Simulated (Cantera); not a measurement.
Feed: 1 mol MgO, 0.96 mol CH4, 0.87 mol CO, equilibrated at 1 atm.

These are equilibrium values from Cantera (NASA tables, ideal gas, pure condensed phases), not measurements of a reactor. Candidate condensed phases: C, C6H6, C7H8, C8H18, H2O, Mg, MgCO3, MgO, Mg(OH)2; 116 gas species. The tables' values for MgH are old estimates; treat these amounts as uncertain. Kinetics and transport are ignored. All values below are at 1798 K.

Base state: H2 0.678, CO 0.314, Mg 0.00651, CH4 0.000361, H 0.000288, C2H2 (acetylene) 0.000117, MgH 7.30e-5, H2O 6.22e-5 (mole fractions); condensed: C(graphite) + MgO(s).

Problem. What changes in the equilibrium state with this change: CO from 0.87 to 0.2 mol?

Solution. 
```tsv
species	before	after
H2	0.678	0.870
CO	0.314	0.110
Mg	0.00651	0.0187
MgH	7.30e-5	0.000237
H2O	6.22e-5	2.79e-5
CH4	0.000361	0.000594
C(graphite), mol	0.940	0.916
MgO(s), mol	0.981	0.958
```
